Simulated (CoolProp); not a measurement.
A simple Rankine cycle with propyne: condensing at 305.15 K, boiler at 1.78 MPa, turbine inlet 382.4 K, turbine efficiency 0.8, pump efficiency 0.8, no recuperator. Each further row changes one setting.

Model: reference Helmholtz-energy equation of state, Polt 1992, in CoolProp. This equation is an older, rougher fit; its heat capacities, sound speeds and derivatives of the liquid may be far off and weren't checked against measurements.

```csv
case,thermal efficiency (%),net work (kJ/kg),heat in (kJ/kg),turbine exit temperature (K),volume ratio over the turbine
as stated,8.1,___,571,342.5,2.42
turbine inlet 402.4 K,8.2,50.3,___,363.1,2.40
condensing temperature 297.15 K,9.8,57.5,590,333.7,2.99
boiler pressure 1.25 MPa,___,___,585,358.8,1.71
turbine efficiency 0.7,___,40.3,571,345.8,2.45
```

Problem. Some entries are withheld; supply them.

Solution. 
- as stated, net work (kJ/kg): 46.4
- turbine inlet 402.4 K, heat in (kJ/kg): 613
- boiler pressure 1.25 MPa, thermal efficiency (%): 5.2
- boiler pressure 1.25 MPa, net work (kJ/kg): 30.6
- turbine efficiency 0.7, thermal efficiency (%): 7.1
